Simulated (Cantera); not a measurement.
Cantera run, input and output.

```python
import numpy as np
import cantera as ct

surf = ct.Interface("diamond.yaml", "diamond_100")
gas, bulk = surf.adjacent["gas"], surf.adjacent["diamond"]
k = surf.kinetics_species_index(bulk.species_names[0])
cover = ["c6HH", "c6H*", "c6*H", "c6**", "c6HM", "c6B"]

rows, drift = [], 0.0
print(f"{'xCH3':>10s}{'um/h':>11s}" + "".join(f"{s:>11s}" for s in cover))
for v in [1e-06, 2.5e-06, 6.5e-06, 1.6e-05, 4.2e-05, 0.00011, 0.00027, 0.00069, 0.0017]:
    T, P, xH, xCH3 = 1125, 2800, 0.0032, v
    gas.TPX = T, P, {"H": xH, "CH3": xCH3, "CH4": 0.0038, "H2": 1 - xH - xCH3 - 0.0038}
    surf.TP = bulk.TP = T, P
    surf.coverages = "c6H*:0.1, c6HH:0.9"
    surf.advance_coverages(100.0)
    before = surf.coverages
    surf.advance_coverages(100.0)
    drift = max(drift, np.max(np.abs(surf.coverages - before) / (surf.coverages + 1e-9)))
    rate = surf.net_production_rates[k] * bulk.mean_molecular_weight / bulk.density * 3.6e9
    rows.append([rate, *surf[cover].coverages])
    print(f"{v:10.4g}{rate:11.4e}" + "".join(f"{x:11.3e}" for x in rows[-1][1:]))
```

It prints:

```
      xCH3       um/h       c6HH       c6H*       c6*H       c6**       c6HM        c6B
     1e-06 9.3527e-03  4.958e-01  3.033e-02  4.538e-01  2.006e-02  3.756e-05  2.538e-11
   2.5e-06 2.3379e-02  4.957e-01  3.033e-02  4.537e-01  2.006e-02  9.388e-05  6.344e-11
   6.5e-06 6.0761e-02  4.956e-01  3.032e-02  4.536e-01  2.005e-02  2.440e-04  1.649e-10
   1.6e-05 1.4943e-01  4.954e-01  3.030e-02  4.534e-01  2.002e-02  6.001e-04  4.055e-10
   4.2e-05 3.9131e-01  4.946e-01  3.025e-02  4.526e-01  1.995e-02  1.572e-03  1.062e-09
   0.00011 1.0184e+00  4.928e-01  3.013e-02  4.508e-01  1.977e-02  4.092e-03  2.763e-09
   0.00027 2.4631e+00  4.884e-01  2.984e-02  4.464e-01  1.936e-02  9.906e-03  6.684e-09
   0.00069 6.0634e+00  4.777e-01  2.911e-02  4.356e-01  1.834e-02  2.444e-02  1.645e-08
    0.0017 1.3742e+01  4.545e-01  2.756e-02  4.124e-01  1.622e-02  5.567e-02  3.729e-08
```

Model: the Harris–Goodwin 1993 mechanism for the reconstructed diamond (100) surface, integrated in Cantera.
